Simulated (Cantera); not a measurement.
A perfectly stirred reactor is fed with C3H8 : O2 : N2 : CO2 = 1 : 4.55 : 22.7 : 1.5 (molar parts), equivalence ratio 1.1, at 7500 Torr; it is adiabatic with a 775 K inlet, and is followed from long to short residence time, starting on the burning branch (τ in s: 0.059, 0.032, 0.017, 0.009, 0.0048, 0.0025, 0.0014, 0.00072, 0.00038, 0.0002, 0.00011, 5.8e-05, 3.1e-05).

Computed with Cantera and GRI-Mech 3.0 (53 species, 325 reactions). GRI-Mech 3.0 was tuned for natural gas; its chemistry of propane as a main component is partial and can be far from experiment.

Q: Predict: blow-out, bracketed by the residence times tried; x(C3H8) at τ = 59.0 ms; x(O2) at τ = 59.0 ms; x(N2O) at τ = 59.0 ms; x(H2O) at τ = 59.0 ms; x(NO) at τ = 59.0 ms; x(C3H8) at τ = 1.40 ms; x(O2) at τ = 1.40 ms; x(N2O) at τ = 1.40 ms; x(H2O) at τ = 1.40 ms; x(NO) at τ = 1.40 ms.

A: 
* **blow-out, bracketed by the residence times tried**: burning at 31.0 µs, the shortest tried
* **x(C3H8) at τ = 59.0 ms**: 7.91e-8
* **x(O2) at τ = 59.0 ms**: 0.000331
* **x(N2O) at τ = 59.0 ms**: 9.24e-8
* **x(H2O) at τ = 59.0 ms**: 0.123
* **x(NO) at τ = 59.0 ms**: 0.000355
* **x(C3H8) at τ = 1.40 ms**: 2.13e-6
* **x(O2) at τ = 1.40 ms**: 0.00251
* **x(N2O) at τ = 1.40 ms**: 3.10e-7
* **x(H2O) at τ = 1.40 ms**: 0.121
* **x(NO) at τ = 1.40 ms**: 0.000323
